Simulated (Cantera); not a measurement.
Input (Python, Cantera) and output of one run.

```python
import numpy as np
import cantera as ct

gas_names = """
    C CH CH2 CH3 CH2OH CH3O CH4 CH3OH CO CO2 COOH C2 C2H CHCO,ketyl C2H2,acetylene C2H2,vinylidene
    CH2CO,ketene C2H3,vinyl CH3CO,acetyl C2H4 C2H4O,ethylen CH3CHO,ethanal CH3COOH (HCOOH)2 C2H5 C2H6
    CH3OCH3 C2H5OH C2O C3 C3H3,propargyl C3H4,allene C3H4,propyne C3H4,cyclo- C3H5,allyl C3H6,propylene
    C3H6,cyclo- C3H6O C3H7,n-propyl C3H7,i-propyl C3H8 C3H8O,1propanol C3H8O,2propanol C3O2 C4 C4H2
    C4H4,1,3-cyclo- C4H6,butadiene C4H6,2-butyne C4H6,cyclo- C4H8,1-butene C4H8,cis2-buten
    C4H8,tr2-butene C4H8,isobutene C4H8,cyclo- (CH3COOH)2 C4H9,n-butyl C4H9,i-butyl C4H9,s-butyl
    C4H9,t-butyl C4H10,isobutane C4H10,n-butane C5 C5H6,1,3cyclo- C5H8,cyclo- C5H10,1-pentene
    C5H10,cyclo- C5H11,pentyl C5H11,t-pentyl C5H12,n-pentane C5H12,i-pentane CH3C(CH3)2CH3 C6H2
    C6H5,phenyl C6H5O,phenoxy C6H6 C6H5OH,phenol C6H10,cyclo- C6H12,1-hexene C6H12,cyclo- C6H13,n-hexyl
    C7H7,benzyl C7H8 C7H8O,cresol C7H14,1-heptene C7H15,n-heptyl C7H16,n-heptane C8H8,styrene
    C8H10,ethylbenz C8H16,1-octene C8H17,n-octyl C8H18,isooctane C8H18,n-octane C9H19,n-nonyl
    C10H8,naphthale C10H21,n-decyl C12H9,o-bipheny C12H10,bipheny Fe FeC5O5 FeO Fe(OH)2 H HCO HO2 H2
    HCHO,formaldehy HCOOH H2O H2O2 O OH O2 O3
""".split()
cond_names = """
    C(gr) C6H6(L) C7H8(L) C8H18(L),n-octa Fe(a) Fe(c) Fe(d) Fe(L) FeC5O5(L) FeO(s) FeO(L) Fe(OH)2(s)
    Fe(OH)3(s) Fe2O3(s) Fe3O4(s) H2O(s) H2O(L)
""".split()


def load(file, names, dense=False):
    # The tables refer to 1 bar. Condensed volumes are neglected.
    table = {s.name: s for s in ct.Species.list_from_file(file)}
    out = []
    for n in names:
        d = dict(table[n].input_data)
        d["thermo"] = dict(d["thermo"], **{"reference-pressure": 1e5})
        if dense:
            d["equation-of-state"] = {"model": "constant-volume", "density": "1e6 g/cm^3"}
        out.append(ct.Species.from_dict(d))
    return out


gas = ct.Solution(thermo="ideal-gas", species=load("nasa_gas.yaml", gas_names))
cond = {s.name: ct.Solution(thermo="fixed-stoichiometry", species=[s], name=s.name)
        for s in load("nasa_condensed.yaml", cond_names, dense=True)}
atoms = {
    'Fe3O4': {'Fe': 3, 'O': 4},
    'CO': {'C': 1, 'O': 1},
    'H2': {'H': 2},
}
top_T = {'C(gr)': 4500, 'Fe2O3(s)': 1830, 'Fe3O4(s)': 1870}  # K; cautious upper limits of use, not melting points


def equilibrate(T, P, feed):
    n = {}
    for name, mol in feed.items():
        for a, k in atoms[name].items():
            n[a] = n.get(a, 0.0) + k * mol
    gas.TPX = T, P, n
    mass = sum(n.values()) * gas.mean_molecular_weight
    gas.equilibrate("TP")
    valid = [c for c in cond.values() if c.min_temp <= T <= top_T.get(c.name, c.max_temp)]
    mix = ct.Mixture([(gas, mass / gas.mean_molecular_weight)] + [(c, 0.0) for c in valid])
    mix.T, mix.P = T, P
    mix.equilibrate("TP", solver="vcs", rtol=1e-11, max_steps=5000)
    return mix


results = []
feed = {'Fe3O4': 1, 'CO': 1.7, 'H2': 0.58}  # mol
T = 1900  # K
P = 13332.2  # Pa
mix = equilibrate(T, P, feed)
results.append((T, P, feed, dict(zip(mix.species_names, mix.species_moles))))
x = sorted(zip(gas.X, gas.species_names), reverse=True)
print(f"T = {T:g} K  P = {P:g} Pa  gas = {mix.phase_moles(0):.4g} mol")
print("   x: " + "  ".join(f"{s} {v:.3e}" for v, s in x if v > 0.001))
print("   condensed (mol): " + ("  ".join(f"{mix.phase(i).name} {mix.phase_moles(i):.4g}"
      for i in range(1, mix.n_phases) if mix.phase_moles(i) > 1e-12) or "none"))
```

It prints:

```
T = 1900 K  P = 13332.2 Pa  gas = 2.281 mol
   x: CO 4.833e-01  CO2 2.619e-01  H2O 1.765e-01  H2 7.737e-02
   condensed (mol): FeO(L) 3
```

Cantera equilibrium calculation (NASA polynomials, part measured and part estimated; ideal gas, pure solids and liquids). The tables' stoichiometric FeO is somewhat more stable than real wüstite, so its field is too wide. FeO: taken at fixed stoichiometry.
